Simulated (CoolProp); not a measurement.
Properties of tetradecamethylhexasiloxane (MD4M) along the isobar 1.19 MPa (Tc = 653.2 K, pc = 0.8286 MPa, ω = 0.800).

Model: reference Helmholtz-energy equation of state, Thol 2019, in CoolProp.

| T (K) | phase | cp (kJ/(kg K)) | cv (kJ/(kg K)) | speed of sound (m/s) | expansivity (1/kK) |
|---|---|---|---|---|---|
| 365.5 | liquid | 1.864 | (withheld) | 765.4 | (withheld) |
| 382.3 | liquid | 1.899 | 1.648 | 721.2 | 1.206 |
| 399 | liquid | 1.933 | 1.685 | 678.6 | (withheld) |
| 415.8 | liquid | 1.966 | 1.721 | (withheld) | 1.288 |
| 432.5 | liquid | 1.999 | 1.756 | 596.7 | 1.339 |
| 449.3 | liquid | 2.031 | 1.791 | 557.2 | 1.397 |
| 466 | liquid | 2.063 | 1.825 | 518.6 | 1.464 |
| 482.8 | liquid | 2.094 | 1.858 | 480.6 | 1.543 |
| 499.6 | liquid | 2.125 | 1.891 | 443.2 | 1.636 |
| 516.3 | liquid | 2.156 | (withheld) | 406.7 | 1.747 |
| 533.1 | liquid | 2.188 | 1.956 | 370.3 | 1.884 |
| 549.8 | liquid | (withheld) | 1.987 | 334.5 | 2.056 |

Q: What belongs in the gaps?

A: 
- 365.5, cv (kJ/(kg K)): 1.610
- 365.5, expansivity (1/kK): 1.172
- 399, expansivity (1/kK): 1.244
- 415.8, speed of sound (m/s): 637.0
- 516.3, cv (kJ/(kg K)): 1.924
- 549.8, cp (kJ/(kg K)): 2.220
